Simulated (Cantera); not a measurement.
Catalytic combustion on Pt

An isothermal plug-flow reactor at 1023 K and 248 Torr (inlet), inlet velocity 0.28 m/s, active area per volume 4900 1/m; feed 0.535 % CH₄, 1.24 % O₂, 98.2 % N₂.

Detailed kinetics in Cantera: Deutschmann's 1995 Pt surface mechanism with GRI-Mech 3.0 gas chemistry. Catalytic surfaces can have several steady states; this one follows from the mechanism file's or the stated starting coverage. Mass transfer to the wall is taken as infinitely fast.

| z (m) | x CH₄ | x O₂ | x H₂O | x CO₂ | x CO | θ free Pt | θ O* | θ OH* |
|---|---|---|---|---|---|---|---|---|
| 0.00019 | 0.000959 | 0.00366 | 0.00877 | 0.00439 | 1.10e-6 | 0.506 | 0.493 | 0.00112 |
| 0.00037 | 0.000117 | 0.00198 | 0.0105 | 0.00523 | 1.47e-7 | 0.539 | 0.460 | 0.00122 |
| 0.00072 | 1.43e-6 | 0.00174 | 0.0107 | 0.00534 | 1.83e-9 | 0.545 | 0.454 | 0.00123 |
| 0.0014 | 1.62e-9 | 0.00174 | 0.0107 | 0.00535 | 5.78e-12 | 0.545 | 0.454 | 0.00123 |
| 0.0027 | 1.11e-9 | 0.00174 | 0.0107 | 0.00535 | 4.54e-12 | 0.545 | 0.454 | 0.00123 |
| 0.0052 | 7.96e-10 | 0.00174 | 0.0107 | 0.00535 | 3.39e-12 | 0.545 | 0.454 | 0.00123 |
| 0.01 | 4.70e-10 | 0.00174 | 0.0107 | 0.00535 | 2.20e-12 | 0.545 | 0.454 | 0.00123 |
| 0.019 | 2.11e-10 | 0.00174 | 0.0107 | 0.00535 | 1.25e-12 | 0.545 | 0.454 | 0.00123 |
x: gas mole fraction; θ: surface coverage.
